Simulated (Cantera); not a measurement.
A freely propagating, adiabatic, planar premixed flame of H2 : O2 : N2 : H2O = 1 : 0.962 : 3.62 : 0.89 (molar parts), unburnt at 423 K and 100.0 Torr; mixture-averaged transport, grid criteria slope 0.08 and curve 0.16, no radiation.

Computed with Cantera and the H2/O2 subset of GRI-Mech 3.0, which has no nitrogen chemistry. Burning velocities carry a grid error of a few per cent, more on coarse grids. Lean hydrogen flames are cellular in practice and burn faster than this planar one.

**Question.** How do the results move with these cheaper or finer settings: unity-Lewis-number transport; multicomponent transport; multicomponent+Soret transport; grid criteria slope 0.5, curve 1; grid criteria slope 0.25, curve 0.5; grid criteria slope 0.03, curve 0.06?

**Answer.** 
```csv
setting,laminar burning velocity,thermal thickness,peak x(H2O2),peak x(O),grid points
as above,98.1 cm/s,4.52 mm,2.42e-5,0.00427,106
unity-Lewis-number transport,95.3 cm/s,3.26 mm,8.10e-6,0.00598,110
multicomponent transport,99.1 cm/s,4.50 mm,2.41e-5,0.00431,106
multicomponent+Soret transport,89.3 cm/s,4.53 mm,2.48e-5,0.00407,107
"grid criteria slope 0.5, curve 1",119 cm/s,5.37 mm,2.10e-5,0.00454,29
"grid criteria slope 0.25, curve 0.5",107 cm/s,4.85 mm,2.22e-5,0.00435,44
"grid criteria slope 0.03, curve 0.06",97.7 cm/s,4.46 mm,2.41e-5,0.00430,252
```
Unity Lewis numbers drop preferential diffusion, which matters most where H2 and H carry the flame; Soret adds thermal diffusion.
